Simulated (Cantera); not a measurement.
Input (Python, Cantera):

```python
import numpy as np
import cantera as ct

gas = ct.Solution("gri30.yaml")


def delay(T, t_max=10):
    gas.TPX = T, 100000, {'CH3OH': 1, 'O2': 2.05, 'N2': 7.19}
    reactor = ct.IdealGasReactor(gas, clone=False)
    net = ct.ReactorNet([reactor])
    net.rtol, net.atol = 1e-8, 1e-16
    while net.time < t_max:
        t_old, T_old = net.time, reactor.T
        net.step()
        if reactor.T > T + 400:  # ignition: a rise of 400 K
            return t_old + (T + 400 - T_old) / (reactor.T - T_old) * (net.time - t_old)
    return np.nan


taus = []
for T in [1000, 1050, 1100, 1150, 1200, 1250, 1300, 1350]:
    taus.append(delay(T))
    print(f"T0 = {T:6g} K   tau = {taus[-1]:.4e} s")
```

Output:

```
T0 =   1000 K   tau = 5.3537e-01 s
T0 =   1050 K   tau = 1.7014e-01 s
T0 =   1100 K   tau = 6.0068e-02 s
T0 =   1150 K   tau = 2.3282e-02 s
T0 =   1200 K   tau = 9.8118e-03 s
T0 =   1250 K   tau = 4.4602e-03 s
T0 =   1300 K   tau = 2.1727e-03 s
T0 =   1350 K   tau = 1.1279e-03 s
```

Detailed kinetics in Cantera: GRI-Mech 3.0 (53 species, 325 reactions). GRI-Mech 3.0 was tuned for natural gas; its chemistry of methanol as a main component is partial and can be far from experiment.
